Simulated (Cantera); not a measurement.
Charge: 1 mol PbO, 1.5 mol O₂, 32 mol N₂, held at 7.13 Torr.

Equilibrium computed with Cantera from the NASA thermochemical tables; the gas is ideal and each condensed phase is pure. Candidate condensed phases: Pb, PbO, PbO₂, Pb₃O₄; 12 gas species. Gases not in the tables: (PbO)n polymers. Rates play no part.

Problem. Which condensed phases are stable at each of these points (T (K)): 1025, 1100, 1175, 1250, 1325, 1400, 1475, 1550?

Solution. 
```tsv
T (K)	condensed phases	Pb condensed (%)
1025	PbO(yellow)	99.8
1100	PbO(yellow)	97.8
1175	PbO(l)	85.5
1250	PbO(l)	32.1
1325	gas only	0.0
1400	gas only	0.0
1475	gas only	0.0
1550	gas only	0.0
```

From 1025 K to 1100 K the condensed part is PbO(yellow). From 1175 K to 1250 K the condensed part is PbO(l). From 1325 K to 1550 K nothing is condensed.
